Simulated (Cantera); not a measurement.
Mixture: CH4 : O2 : N2 = 1 : 1.54 : 5.78 (molar parts), at 2000000 Pa, adiabatic and at constant volume. Ignition delay is the time to a rise of 400 K.

Model: GRI-Mech 3.0 (53 species, 325 reactions), integrated in Cantera. The pressure lies above the range GRI-Mech 3.0 was tuned for (to about 10 atm).

Task: What does this change do: pressure from 2000000 Pa to 220000 Pa?

Result: 
```json
[
 {"quantity": "delay at 1298 K", "before": "0.759 ms", "after": "6.77 ms"},
 {"quantity": "delay at 1498 K", "before": "0.104 ms", "after": "0.685 ms"},
 {"quantity": "delay at 1698 K", "before": "18.9 µs", "after": "0.111 ms"},
 {"quantity": "delay at 1898 K", "before": "4.57 µs", "after": "29.1 µs"},
 {"quantity": "apparent activation energy between 1798 and 1998 K", "before": "190 kJ/mol", "after": "170 kJ/mol"}
]
```
